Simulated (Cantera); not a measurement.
A closed system holds: 1 mol HgO, 0.92 mol H₂, 0.13 mol O₂, equilibrated at 873.15 K and 41.0 Pa.

Cantera equilibrium calculation (NASA polynomials, part measured and part estimated; ideal gas, pure solids and liquids). Candidate condensed phases: H₂O, Hg, HgO; 10 gas species. Kinetics and transport are ignored.

Base state: Hg 0.478, H₂O 0.440, O₂ 0.0813 (mole fractions); condensed: gas only.

**Question.** What changes in the equilibrium state with this change: H₂ from 0.92 to 0.19 mol?

**Answer.** 
| species | before | after |
|---|---|---|
| Hg | 0.478 | 0.580 |
| O₂ | 0.0813 | 0.310 |
| H₂O | 0.440 | 0.110 |
